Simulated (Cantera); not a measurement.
Charge: 1 mol BCl3, 30 mol N2, 9.7 mol H2, equilibrated at 1275 °C and 2.00 mbar.

Cantera equilibrium calculation (NASA polynomials, part measured and part estimated; ideal gas, pure solids and liquids). Candidate condensed phases: B, BN, NH4Cl; 21 gas species. The numbers say what is thermodynamically allowed, not how fast it happens.

Base state: N2 0.725, H2 0.201, HCl 0.0736, H 0.000309, Cl 9.03e-5 (mole fractions); condensed: BN(s).

**Question.** What changes in the equilibrium state with this change: BCl3 replaced by B2H6?

**Answer.** 
```json
[
 {"species": "N2", "before": "0.725", "after": "0.695"},
 {"species": "H2", "before": "0.201", "after": "0.304"},
 {"species": "H", "before": "0.000309", "after": "0.000380"},
 {"species": "HCl", "before": "0.0736", "after": "0"},
 {"species": "Cl", "before": "9.03e-5", "after": "0"},
 {"species": "BN(s), mol", "before": "1.000", "after": "2.00"}
]
```
The feed counts by its element totals alone.
